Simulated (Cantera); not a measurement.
Charge: 1 mol SiC, 0.2 mol O2, a varied amount of H2, equilibrated at 827 °C and 19.0 Pa.

Cantera equilibrium calculation (NASA polynomials, part measured and part estimated; ideal gas, pure solids and liquids). Candidate condensed phases: C, C6H6, C7H8, C8H18, H2O, Si, SiC, SiO2; 123 gas species. Mutual solubility and eutectic melting of coexisting phases are not modelled. Equilibrium is a limit: real reactors are often held back by kinetics, nucleation or transport.

### Question
Which condensed phases are stable at each of these points (n(H2) (mol)): 2.3, 3, 3.8, 4.5, 5.3, 6, 6.8, 7.5, 8.3, 9, 9.8, 11?

### Answer
```
n(H2) (mol)                       condensed phases  Si condensed (%)
-----------  -------------------------------------  ----------------
2.3          C(graphite) + SiC(s) + SiO2(β-quartz)             100.0
3            C(graphite) + SiC(s) + SiO2(β-quartz)             100.0
3.8          C(graphite) + SiC(s) + SiO2(β-quartz)             100.0
4.5          C(graphite) + SiC(s) + SiO2(β-quartz)             100.0
5.3          C(graphite) + SiC(s) + SiO2(β-quartz)             100.0
6            C(graphite) + SiC(s) + SiO2(β-quartz)             100.0
6.8          C(graphite) + SiC(s) + SiO2(β-quartz)             100.0
7.5                        SiC(s) + SiO2(β-quartz)             100.0
8.3                        SiC(s) + SiO2(β-quartz)             100.0
9                          SiC(s) + SiO2(β-quartz)             100.0
9.8                        SiC(s) + SiO2(β-quartz)             100.0
11                         SiC(s) + SiO2(β-quartz)             100.0
```

From 2.3 mol H2 to 6.8 mol H2 the condensed part is C(graphite) + SiC(s) + SiO2(β-quartz). From 7.5 mol H2 to 11 mol H2 the condensed part is SiC(s) + SiO2(β-quartz).
